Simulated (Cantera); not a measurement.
A closed system holds: 1 mol Al, 5 mol Cl2, 0.6 mol N2, equilibrated at 1198 K and 0.370 bar.

Method: chemical equilibrium by Gibbs-energy minimisation in Cantera with the NASA 1993 tables (ideal gas, pure condensed phases). Candidate condensed phases: Al, AlCl3, AlN; 11 gas species. The numbers say what is thermodynamically allowed, not how fast it happens.

Base state: Cl2 0.681, AlCl3 0.195, N2 0.117, Cl 0.00628, Al2Cl6 0.000147 (mole fractions); condensed: gas only.

Problem. What changes in the equilibrium state with this change: temperature from 1198 K to 900 K?

Solution. 
```csv
species,before,after
Cl2,0.681,0.690
AlCl3,0.195,0.185
N2,0.117,0.118
Cl,0.00628,0.000101
Al2Cl6,0.000147,0.00595
```
